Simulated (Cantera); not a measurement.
Source: NASA polynomial tables (part measured, part estimated), evaluated in Cantera. Values are per mole of reaction as written; species without (g) are pure solids or liquids, kept so even where they would boil at 1 bar.

Task: Between 300 and 973 K, where is each reaction favourable under standard conditions?
- Fe2Cl6(g) ⇌ 2 Fe + 6 Cl(g)
- 2 H(g) + FeCl2 ⇌ Fe + 2 HCl(g)

Result: 
- Fe2Cl6(g) ⇌ 2 Fe + 6 Cl(g): ΔG° is 1230 kJ at 300 K and 880 kJ at 973 K; it stays positive (K < 1). ΔH° is 1398 kJ and ΔS° 532 J/K at 973 K.
- 2 H(g) + FeCl2 ⇌ Fe + 2 HCl(g): ΔG° is -295 kJ at 300 K and -314 kJ at 973 K; it stays negative (K > 1). ΔH° is -343 kJ and ΔS° -30 J/K at 973 K.
